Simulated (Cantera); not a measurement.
Input: 1 mol SiCl4, 1.4 mol HCl, 81 mol H2, at 133 Pa.

Method: chemical equilibrium by Gibbs-energy minimisation in Cantera with the NASA 1993 tables (ideal gas, pure condensed phases). Candidate condensed phases: Si; 19 gas species. Kinetics and transport are ignored.

Over these rows the condensed part is Si(s). Partial pressures as log10 of bar:

| T (K) | 1000/T (1/K) | log p SiHCl3 | log p H2 | log p HCl |
|---|---|---|---|---|
| 1100 | 0.9091 | -6.24 | -2.90 | -4.21 |
| 1175 | 0.8511 | ? | -2.90 | -4.18 |
| 1250 | 0.8000 | -7.34 | -2.90 | -4.18 |
| 1325 | 0.7547 | -7.86 | -2.90 | -4.18 |
| 1400 | 0.7143 | -8.32 | -2.90 | -4.19 |
| 1475 | 0.6780 | -8.73 | -2.90 | -4.19 |

Fit log p(SiHCl3) = a + b·(1000/T) to the five rows, give the apparent enthalpy, and predict the row at 1175 K.

Means: 1000/T = 0.7712, log p = -7.698. Sxy = 0.345616, Sxx = 0.0320419, so b = 10.79 and a = -7.698 − (10.79)×0.7712 = -16.02.
Apparent enthalpy: −19.145 × (10.79) = -207 kJ/mol. With the condensed phases at unit activity, Si(s) + 3 HCl(g) = SiHCl3(g) + H2(g) links this pressure to the main gases: over the six rows their terms move log p by +0.06 in all, so the slope is close to that reaction's ΔH°. The five rows lie within 0.05 of the line.
Prediction at 1175 K: -16.02 + (10.79)×0.8511 = -6.84. The computed value is -6.79, 0.05 from the line.
